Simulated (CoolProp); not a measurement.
Aqueous calcium chloride as a coolant, at 32 °C, 1 atm.

Computed with CoolProp (Melinder's fits for secondary coolants).

| mass % | freezing point (°C) | Prandtl number | viscosity (mPa s) | cp (kJ/(kg K)) | density (kg/m³) |
|---|---|---|---|---|---|
| 5.7 | -2.8 | 5.67 | 0.896 | 3.866 | 1043 |
| 7.6 | -4.0 | 5.81 | 0.940 | 3.764 | 1060 |
| 9.4 | -5.3 | 5.96 | 0.987 | 3.666 | 1077 |
| 11.3 | -7.0 | 6.16 | 1.04 | 3.564 | 1095 |
| 13.2 | -9.0 | 6.40 | 1.11 | 3.464 | 1113 |
| 15.1 | -11.2 | 6.71 | 1.19 | 3.366 | 1130 |
| 17 | -13.7 | 7.10 | 1.29 | 3.273 | 1148 |
| 18.8 | -16.3 | 7.54 | 1.41 | 3.190 | 1164 |
| 20.7 | -19.5 | 8.12 | 1.55 | 3.109 | 1182 |
| 22.6 | -23.2 | 8.83 | 1.71 | 3.035 | 1199 |
